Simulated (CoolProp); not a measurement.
Model: reference Helmholtz-energy equation of state, Platzer 1990, in CoolProp. This equation is an older, rougher fit; its heat capacities, sound speeds and derivatives of the liquid may be far off and weren't checked against measurements.

**Question.** For c-C4F8 (RC318), give the phase and the Prandtl number, fugacity coefficient at 404.6 K and 9.61 MPa; 404.6 K and 13.9 MPa.

**Answer.** 
- 404.6 K and 9.61 MPa: supercritical; Prandtl number 3.41, fugacity coefficient 0.343
- 404.6 K and 13.9 MPa: supercritical; Prandtl number 3.63, fugacity coefficient 0.295

Viscosity comes from a separate model (Huber 2003), an estimate that may be off by 10 % or more. Thermal conductivity comes from a separate model (Huber 2003), an estimate that may be off by 10 % or more.
